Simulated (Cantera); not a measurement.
Input (Python, Cantera):

```python
import numpy as np
import cantera as ct

gas = ct.Solution("gri30.yaml")
gas.TPX = 2100, 73000, {'CH4': 1, 'CO2': 1.3}
reactor = ct.IdealGasConstPressureReactor(gas, energy="off", clone=False)
net = ct.ReactorNet([reactor])
net.rtol, net.atol = 1e-08, 1e-18
show = ['CH4', 'CO2', 'H', 'HO2', 'OH', 'C2H4', 'C2H']
times = np.geomspace(4e-05, 1, 10)

steps = ct.SolutionArray(gas, extra=["t"])
rows = []
print(f"{'t/s':>10s}{'T/K':>9s}{'P/Pa':>11s}" + "".join(f"{s:>11s}" for s in show))
for t in times:
    while net.time < t:
        t_next = net.step()
        steps.append(gas.state, t=t_next)
    rows.append([np.interp(t, steps.t, y) for y in (steps.T, steps.P, *steps(*show).X.T)])
    print(f"{t:10.3e}{rows[-1][0]:9.1f}{rows[-1][1]:11.4g}" + "".join(f"{x:11.3e}" for x in rows[-1][2:]))
rate = np.gradient(steps.T, steps.t)
print("integrator steps:", len(steps.t))
if steps.T.max() > steps.T[0] + 200:
    print(f"time of steepest temperature rise: {steps.t[rate.argmax()]:.4e} s")
gas.TPX = 2100, 73000, {'CH4': 1, 'CO2': 1.3}
gas.equilibrate("TP")
print(f"equilibrium (TP): T = {gas.T:.1f} K  " + "  ".join(f"{s} {gas[s].X[0]:.3e}" for s in show))
```

Output:

```
       t/s      T/K       P/Pa        CH4        CO2          H        HO2         OH       C2H4        C2H
 4.000e-05   2100.0    7.3e+04  2.557e-01  4.948e-01  7.966e-04  7.259e-11  3.199e-05  2.686e-02  4.588e-06
 1.232e-04   2100.0    7.3e+04  1.059e-01  3.682e-01  1.239e-03  1.511e-10  6.132e-05  5.811e-03  1.286e-05
 3.796e-04   2100.0    7.3e+04  3.006e-02  2.099e-01  1.431e-03  2.283e-10  1.303e-04  7.500e-04  1.883e-05
 1.170e-03   2100.0    7.3e+04  9.159e-03  8.479e-02  1.739e-03  2.737e-10  2.040e-04  1.856e-04  2.094e-05
 3.603e-03   2100.0    7.3e+04  6.950e-03  4.871e-02  1.969e-03  9.557e-11  1.267e-04  9.673e-05  1.047e-05
 1.110e-02   2100.0    7.3e+04  3.983e-03  2.679e-02  2.164e-03  2.804e-11  6.926e-05  3.494e-05  3.564e-06
 3.420e-02   2100.0    7.3e+04  1.254e-03  1.636e-02  2.277e-03  1.070e-11  4.242e-05  5.083e-06  5.296e-07
 1.054e-01   2100.0    7.3e+04  1.597e-05  1.430e-02  2.340e-03  8.486e-12  3.777e-05  1.391e-08  1.737e-09
 3.246e-01   2100.0    7.3e+04  7.801e-09  1.429e-02  2.347e-03  8.508e-12  3.784e-05  3.004e-14  3.802e-15
 1.000e+00   2100.0    7.3e+04  7.801e-09  1.429e-02  2.347e-03  8.508e-12  3.784e-05  3.001e-14  3.799e-15
integrator steps: 1924
equilibrium (TP): T = 2100.0 K  CH4 8.859e-09  CO2 1.429e-02  H 2.347e-03  HO2 8.508e-12  OH 3.784e-05  C2H4 3.405e-14  C2H 4.309e-15
```

Cantera simulation using GRI-Mech 3.0 (53 species, 325 reactions); the numbers are that mechanism's predictions, not measurements.
